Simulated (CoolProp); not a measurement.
Properties of R152A at several states (Tc = 386.4 K, pc = 4.517 MPa, ω = 0.275).

Values from CoolProp's reference Helmholtz-energy equation of state, Outcalt 1996. It is a modified Benedict-Webb-Rubin equation, recast in Helmholtz form.

| T (K) | p (MPa) | phase | speed of sound (m/s) | Joule-Thomson coefficient (K/MPa) | conductivity (mW/(m K)) | fugacity coefficient |
|---|---|---|---|---|---|---|
| 392.6 | 18.4 | supercritical | 477.7 | 0.2391 | 83.0 | 0.2584 |
| 199.5 | 15.8 | liquid | 1199 | -0.4040 | 159 | 0.0006477 |
| 432.4 | 4.87 | supercritical | 190.6 | 9.028 | 34.8 | 0.7512 |
| 322 | 6.29 | liquid | 595.8 | -0.01370 | 95.5 | 0.1738 |
| 383.6 | 5.63 | liquid | 254.2 | 2.032 | 68.9 | 0.5205 |
| 209.5 | 7.61 | liquid | 1118 | -0.3850 | 149 | 0.002004 |

Thermal conductivity comes from a separate model (Krauss 1996).
